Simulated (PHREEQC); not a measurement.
Make-up at 20 °C: 0.16 mol HF, 0.00099 mol NH4F, 0.015 mol (NH4)2SiF6 and 0.0041 mol HCl per kg of water. Closed to the air; pH follows from the charge balance.

The numbers come from PHREEQC with the ion-association model, phreeqc.dat.

### Question
The ionic strength comes out as 0.0630 mol/kgw. What activity coefficients do SiF6-2, Cl-, F-, HF2-, NH4+ get?

### Answer
SiF6-2 0.44, Cl- 0.80, F- 0.80, HF2- 0.81, NH4+ 0.79.

No solid was allowed to form. SiF6-2 is the database's only silicon fluoride.
